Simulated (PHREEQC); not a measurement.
## Cooling-tower water: speciation

Synthetic water in mg/L, 25 °C, pH 7.57, pe 9.7:

```csv
constituent,mg/L
Na,83.9
K,17.4
Ca,177
Mg,14.8
Cl,160
S(6) as SO4,44.6
Alkalinity as HCO3,512
Ba,2.75
Zn,0.162
Li,0.378
Pb,40.5
Cd,0.781
```

Cl is adjusted to close the charge balance.
Valence states are taken as typed.

Model: ion-association model, phreeqc.dat, run in PHREEQC.

This is a speciation only: nothing precipitates in the calculation.

Question: Estimate the ionic strength.

Answer: ionic strength 0.0187 mol/kgw.

Question: In which forms is Ca present?

Answer: Ca+2 92 %, CaHCO3+ 5.3 %, CaSO4 2.0 %, CaCO3 1.1 % of the Ca.

The solution is supersaturated, for example in Cerussite, Otavite, so a real one may precipitate; this is no full list. Complexes and solids missing from the database can't appear. The database's zinc carbonate complexes are estimates, stronger than later reviews accept.
